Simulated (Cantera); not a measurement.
Feed: 1 mol CH2F2, 0.075 mol HCl, 0.018 mol CH4, at 1900 °C and 1000 Pa.

Method: chemical equilibrium by Gibbs-energy minimisation in Cantera with the NASA 1993 tables (ideal gas, pure condensed phases). Candidate condensed phases: C, C6H6, C7H8, C8H18; 118 gas species. Rates play no part.

Q: What is the equilibrium state?

A: 
| Quantity | Value |
|---|---|
| x(HF) | 0.940 |
| x(HCl) | 0.0279 |
| x(H2) | 0.0175 |
| x(Cl) | 0.00741 |
| x(H) | 0.00639 |
| x(F) | 0.000269 |
| x(C2H2 (acetylene)) | 3.87e-5 |
| x(CF) | 2.73e-6 |
| x(CF2) | 1.13e-6 |
| n(C(graphite)) | 1.02 mol |
| gas amount | 2.126 mol |
